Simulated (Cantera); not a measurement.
Feed: 1 mol B₂O₃, 0.27 mol N₂, a varied amount of H₂, 1.2 mol O₂, held at 1273.15 K and 0.0100 bar.

Equilibrium computed with Cantera from the NASA thermochemical tables; the gas is ideal and each condensed phase is pure. Candidate condensed phases: B, BN, B₂O₃, B₃O₃H₃, H₂O; 39 gas species. Gases not in the tables: H₃BO₃. Equilibrium is a limit: real reactors are often held back by kinetics, nucleation or transport.

At 1.3 mol H₂, list the 6 most abundant gas species with their mole fractions, and the condensed phases.

H₂O 0.599, O₂ 0.257, N₂ 0.126, HBO₂ 0.0171, (HBO₂)₃ 0.000418, NO 0.000147. Condensed: B₂O₃(l).
